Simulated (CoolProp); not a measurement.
Saturation properties of chlorine.

Model: reference Helmholtz-energy equation of state, Thol 2021, in CoolProp.

| T (°C) | p (MPa) | liquid density (kg/m³) | vapour density (kg/m³) |
|---|---|---|---|
| 57.75 | 1.719 | 1284 | 54.16 |
| 61.85 | 1.877 | 1269 | 59.23 |
| 65.95 | 2.045 | 1254 | 64.69 |
| 70.15 | 2.229 | 1238 | 70.72 |
| 74.25 | 2.418 | 1222 | 77.07 |
| 78.35 | 2.619 | 1206 | 83.91 |
| 82.45 | 2.832 | 1189 | 91.29 |
| 86.65 | 3.061 | 1171 | 99.48 |
| 90.75 | 3.298 | 1153 | 108.1 |

It boils at -34.0 °C under 1 atm.
